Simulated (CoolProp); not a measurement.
A single-stage vapour-compression cycle with R507A: evaporating at 247.15 K (dew point), condensing at 313.15 K (bubble point), superheat 5 K, subcooling 8 K, compressor efficiency 0.9, no pressure losses. Each further row changes one setting.

Computed with CoolProp (reference Helmholtz-energy equation of state, Lemmon 2003). It is a pseudo-pure fit of the blend.

```
case                              cooling COP  pressure ratio  discharge temperature (K)  refrigerating effect (kJ/kg)  volumetric capacity (kJ/m³)
--------------------------------  -----------  --------------  -------------------------  ----------------------------  ---------------------------
as stated                                2.33            7.48                      329.1                           106                         1350
evaporating temperature 252.15 K         2.66            6.17                      327.9                           109                         1670
condensing temperature 308.15 K          2.66            6.62                      323.6                           113                         1450
subcooling 13 K                          2.51            7.48                      329.1                           113                         1450
superheat 15 K                           2.38            7.48                      338.5                           114                         1390
compressor efficiency 0.8                2.08            7.48                      333.7                           106                         1350
```
